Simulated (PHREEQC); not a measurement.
Synthetic water in mmol/kgw, 5 °C, pH 8.65, pe 8.2:

| constituent | mmol/kgw |
|---|---|
| Na | 109 |
| K | 8.79 |
| Ca | 2.05 |
| Mg | 5.09 |
| Cl | 138 |
| S(6) | 0.153 |
| Alkalinity (meq/kgw) | 0.0834 |
| Pb | 0.0681 |

Valence states are taken as typed.

All values are PHREEQC results (ion-association model, phreeqc.dat), not measurements.

No solid was allowed to form.

**Question.** Order these S species by the share of S that they hold, largest first: CaSO4, KSO4-, NaSO4-, SO4-2, MgSO4.

**Answer.** SO4-2 (77 %), NaSO4- (12 %), MgSO4 (6.7 %), CaSO4 (2.9 %), KSO4- (1.1 %)

The pH is 8.65 and the ionic strength 0.142 mol/kgw. Examples of supersaturated solids here: Pb(OH)2, Cerussite. Others may be too. Complexes and solids missing from the database can't appear. Away from 25 °C the constants follow the database's enthalpies or fits; those with neither stay at their 25 °C values.
